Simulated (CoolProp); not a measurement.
A single-stage vapour-compression cycle with water: evaporating at 324.15 K (dew point), condensing at 381.15 K (bubble point), superheat 8 K, subcooling 2 K, compressor efficiency 0.7, no pressure losses. Each further row changes one setting.

Computed with CoolProp (reference Helmholtz-energy equation of state, Wagner 2002).

```csv
case,cooling COP,pressure ratio,discharge temperature (K),refrigerating effect (kJ/kg),volumetric capacity (kJ/m³)
as stated,3.16,10.3,680.2,2160,184
evaporating temperature 329.15 K,3.61,8.11,645.1,…,232
condensing temperature 376.15 K,3.53,8.69,648.8,2190,186
subcooling 7 K,3.19,10.3,680.2,2190,186
superheat 18 K,3.10,10.3,…,2180,180
compressor efficiency 0.6,…,10.3,734.7,2160,184
```

Fill in the missing entries.


- evaporating temperature 329.15 K, refrigerating effect (kJ/kg): 2170
- superheat 18 K, discharge temperature (K): 699.3
- compressor efficiency 0.6, cooling COP: 2.71
